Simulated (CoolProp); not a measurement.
Model: reference Helmholtz-energy equation of state, Gao 2020, in CoolProp.

Give the vapour pressure (kPa), liquid density (kg/m³), vapour density (kg/m³), surface tension (mN/m) of saturated ammonia at 240.8, 259.9, 274.2 K.


| T (K) | p (kPa) | liquid density (kg/m³) | vapour density (kg/m³) | surface tension (mN/m) |
|---|---|---|---|---|
| 240.8 | 106 | 680 | 0.931 | 33.9 |
| 259.9 | 254 | 656 | 2.11 | 29.4 |
| 274.2 | 446 | 637 | 3.59 | 26.0 |

Surface tension comes from a separate correlation (Mulero 2012).
